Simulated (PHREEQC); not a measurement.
**Acid mine or pickling water (model solution)**

Synthetic water in mg/L, 20 °C, pH 2.82, pe 9.9:

```csv
constituent,mg/L
Na,27.4
K,2.51
Ca,156
Mg,3.85
Cl,23.7
S(6) as SO4,671
Pb,0.205
Al,32.2
O(0) (dissolved oxygen),7.48
Zn,5.33
Sr,11.5
Mn(2),1.54
```

Valence states are taken as typed.

Equilibrium calculation in PHREEQC: ion-association model, phreeqc.dat.

```json
{
 "ionic_strength": "0.0196 mol/kgw",
 "total_alkalinity": "-2.12 meq/kg",
 "charge_balance_error": "4.1 %"
}
```

| species | molality | activity | log γ |
|---|---|---|---|
| SO4-2 | 0.00462 | 0.00271 | -0.231 |
| Ca+2 | 0.00305 | 0.00181 | -0.227 |
| H+ | 0.00170 | 0.00151 | -0.050 |
| Na+ | 0.00118 | 0.00103 | -0.058 |
| AlSO4+ | 0.000858 | 0.000749 | -0.059 |
| CaSO4 | 0.000836 | 0.000839 | 0.002 |

Precipitation was switched off in this run.
